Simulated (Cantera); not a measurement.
## Pyrogenic steam for wet oxidation

A perfectly stirred reactor is fed with 21.7 % H2, 16.7 % O2, 61.7 % N2, equivalence ratio 0.65, at 0.750 bar; it is held at 1225 K, and followed from long to short residence time.

Cantera simulation using GRI-Mech 3.0 (53 species, 325 reactions); the numbers are that mechanism's predictions, not measurements. The temperature is held fixed by assumption; the heat of reaction is taken as removed at once.

```
τ (s)       x H2    x O2      x OH     x NO    x N2O
------  --------  ------  --------  -------  -------
1.5     0.000114  0.0654  0.000107  3.15e-7  6.68e-7
0.66    0.000199  0.0655  0.000139  2.66e-7  6.35e-7
0.29    0.000345  0.0655  0.000181  2.24e-7  5.70e-7
0.13    0.000585  0.0656  0.000238  2.01e-7  4.95e-7
0.056    0.00100  0.0658  0.000320  2.04e-7  4.16e-7
0.024    0.00169  0.0660  0.000437  2.49e-7  3.40e-7
0.011    0.00270  0.0664  0.000587  3.45e-7  2.77e-7
0.0047   0.00444  0.0671  0.000816  5.36e-7  2.16e-7
```
x: mole fraction; the columns are a selection and need not sum to one.
